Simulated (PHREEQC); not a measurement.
Consider water at 8 °C with 6.2 mmol/kgw CuSO4, 0.12 mmol/kgw H2SO4 and 2.6 mmol/kgw FeCl3. Closed to the air; pH follows from the charge balance.

Computed with PHREEQC (ion-association model, phreeqc.dat).

This is a speciation only: nothing precipitates in the calculation.

Question: Order these Fe species by the share of Fe that they hold, largest first: FeSO4+, Fe(OH)2+, Fe2(OH)2+4, Fe+3, FeOH+2.

Answer: FeSO4+ (60 %), FeOH+2 (19 %), Fe+3 (11 %), Fe2(OH)2+4 (3.5 %), Fe(OH)2+ (2.6 %)

The pH is 3.12 and the ionic strength 0.0253 mol/kgw. Saturation is exceeded, for instance for Hematite (slow to form), Goethite (slow to form); the values hold only as long as no solid forms. Away from 25 °C the constants follow the database's enthalpies or fits; those with neither stay at their 25 °C values.
